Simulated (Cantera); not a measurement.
Cantera run:

```python
import numpy as np
import cantera as ct

gas_names = [...]  # 136 gases of nasa_gas.yaml made of C, H, N, O
cond_names = """
    C(gr) C6H6(L) C7H8(L) C8H18(L),n-octa H2O(s) H2O(L)
""".split()


# ... load() reads the species with a 1 bar reference pressure and builds the phases ...
atoms = {
    'C3H8': {'C': 3, 'H': 8},
    'CO2': {'C': 1, 'O': 2},
    'N2': {'N': 2},
}
top_T = {'C(gr)': 4500}  # K; cautious upper limits of use, not melting points


# ... equilibrate(T, P, feed) seeds the gas with the atoms and calls Mixture.equilibrate('TP', solver="vcs", rtol=1e-11, max_steps=5000) ...
results = []
P = 133.322  # Pa
for T in [2023, 2123, 2223, 2323, 2423, 2523, 2623, 2723, 2823, 2923]:
    for m in [0.41, 0.5, 0.6, 0.73, 0.88, 1.1, 1.3, 1.6, 1.9, 2.3, 2.8]:
        feed = {'C3H8': 1, 'CO2': m, 'N2': 3.7}  # mol
        mix = equilibrate(T, P, feed)
        results.append((T, P, feed, dict(zip(mix.species_names, mix.species_moles))))

for T, P, feed, n in results:
    print(f"{T:7g} {feed['CO2']:10.4g}  " + (" + ".join(c for c in cond_names if n.get(c, 0) > 1e-12) or "gas only"))
```

Output:

```
   2023       0.41  C(gr)
   2023        0.5  C(gr)
   2023        0.6  C(gr)
   2023       0.73  C(gr)
   2023       0.88  C(gr)
   2023        1.1  C(gr)
   2023        1.3  C(gr)
   2023        1.6  C(gr)
   2023        1.9  C(gr)
   2023        2.3  C(gr)
   2023        2.8  C(gr)
   2123       0.41  C(gr)
   2123        0.5  C(gr)
   2123        0.6  C(gr)
   2123       0.73  C(gr)
   2123       0.88  C(gr)
   2123        1.1  C(gr)
   2123        1.3  C(gr)
   2123        1.6  C(gr)
   2123        1.9  C(gr)
   2123        2.3  C(gr)
   2123        2.8  C(gr)
   2223       0.41  C(gr)
   2223        0.5  C(gr)
   2223        0.6  C(gr)
   2223       0.73  C(gr)
   2223       0.88  C(gr)
   2223        1.1  C(gr)
   2223        1.3  C(gr)
   2223        1.6  C(gr)
   2223        1.9  C(gr)
   2223        2.3  C(gr)
   2223        2.8  C(gr)
   2323       0.41  C(gr)
   2323        0.5  C(gr)
   2323        0.6  C(gr)
   2323       0.73  C(gr)
   2323       0.88  C(gr)
   2323        1.1  C(gr)
   2323        1.3  C(gr)
   2323        1.6  C(gr)
   2323        1.9  C(gr)
   2323        2.3  C(gr)
   2323        2.8  C(gr)
   2423       0.41  C(gr)
   2423        0.5  C(gr)
   2423        0.6  C(gr)
   2423       0.73  C(gr)
   2423       0.88  C(gr)
   2423        1.1  C(gr)
   2423        1.3  C(gr)
   2423        1.6  C(gr)
   2423        1.9  C(gr)
   2423        2.3  C(gr)
   2423        2.8  gas only
   2523       0.41  C(gr)
   2523        0.5  C(gr)
   2523        0.6  C(gr)
   2523       0.73  C(gr)
   2523       0.88  C(gr)
   2523        1.1  C(gr)
   2523        1.3  C(gr)
   2523        1.6  C(gr)
   2523        1.9  C(gr)
   2523        2.3  C(gr)
   2523        2.8  gas only
   2623       0.41  C(gr)
   2623        0.5  C(gr)
   2623        0.6  C(gr)
   2623       0.73  C(gr)
   2623       0.88  C(gr)
   2623        1.1  C(gr)
   2623        1.3  C(gr)
   2623        1.6  C(gr)
   2623        1.9  C(gr)
   2623        2.3  C(gr)
   2623        2.8  gas only
   2723       0.41  C(gr)
   2723        0.5  C(gr)
   2723        0.6  C(gr)
   2723       0.73  C(gr)
   2723       0.88  C(gr)
   2723        1.1  C(gr)
   2723        1.3  C(gr)
   2723        1.6  C(gr)
   2723        1.9  C(gr)
   2723        2.3  gas only
   2723        2.8  gas only
   2823       0.41  C(gr)
   2823        0.5  C(gr)
   2823        0.6  C(gr)
   2823       0.73  C(gr)
   2823       0.88  C(gr)
   2823        1.1  gas only
   2823        1.3  gas only
   2823        1.6  gas only
   2823        1.9  gas only
   2823        2.3  gas only
   2823        2.8  gas only
   2923       0.41  gas only
   2923        0.5  gas only
   2923        0.6  gas only
   2923       0.73  gas only
   2923       0.88  gas only
   2923        1.1  gas only
   2923        1.3  gas only
   2923        1.6  gas only
   2923        1.9  gas only
   2923        2.3  gas only
   2923        2.8  gas only
```

These are equilibrium values from Cantera (NASA tables, ideal gas, pure condensed phases), not measurements of a reactor.
